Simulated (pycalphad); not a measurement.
All values are pycalphad results on the COST 507 light-alloy database (1999) (1 atm), not direct measurements. The database dates from 1999; later assessments differ in places, in temperatures and in the compounds included. Not assessed as a whole: an extrapolation from subsystems, which can miss ternary compounds. Amounts are mole fractions of atoms.

Problem. Give the equilibrium state of Al-10.56Fe-1.617Mg-5.41Si (wt.%) at 602 °C.

Solution. 
```
T = 875.00 K, P = 101325 Pa, N = 1 mol of atoms
G = -40632 J/mol, H = 13865 J/mol, S = 62.28 J/(mol K)  (SER reference)
chemical potentials (J/mol): Al -34517, Fe -137631, Mg -66191, Si -33527
phase             fraction      x(Al)      x(Fe)      x(Mg)      x(Si)
LIQUID              0.3557     0.8900     0.0034     0.0437     0.0629
FCC_A1              0.3483     0.9845   9.74e-05     0.0099     0.0055
ALFESI_ALPHA        0.2084     0.7257     0.1900       none     0.0843
ALFESI_BETA         0.0877     0.7000     0.1500       none     0.1500
```

Problem. Give the equilibrium state of Al-10.56Fe-1.617Mg-5.41Si (wt.%) at 377 °C.

Solution. fcc, fraction 0.636, with <0.01 Fe, 0.19 Mg, 0.07 Si wt.%; ALFESI_BETA, fraction 0.254, with 26.6 Fe, no Mg, 13.4 Si wt.%; ALFESI_ALPHA, fraction 0.084, with 32.6 Fe, no Mg, 7.9 Si wt.%; MG2SI, fraction 0.027, with no Fe, 63.4 Mg, 36.6 Si wt.%.

Database names, with the compositions (at.%) that they take in these runs: ALFESI_ALPHA: Al 69-73 Fe 19 Si 8-12; ALFESI_BETA: Al 70 Fe 15 Si 15; MG2SI: Mg 67 Si 33. FCC_A1 is fcc. An entry "none" or "no" means that the model of the phase leaves that element out.
